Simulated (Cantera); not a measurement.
Feed: 1 mol BN, 120 mol H₂, 3.3 mol N₂, held at 1350 K and 0.270 bar.

Method: chemical equilibrium by Gibbs-energy minimisation in Cantera with the NASA 1993 tables (ideal gas, pure condensed phases). Candidate condensed phases: B, BN; 15 gas species. Rates play no part.

### Question
What is the equilibrium state?

### Answer
| Property | Value |
|---|---|
| x(H₂) | 0.973 |
| x(N₂) | 0.0268 |
| x(H) | 4.52e-6 |
| x(NH₃) | 4.34e-6 |
| n(BN(s)) | 1.00 mol |
| gas amount | 123.3 mol |
| log10 activity of B(s) (absent) | -4.03 |
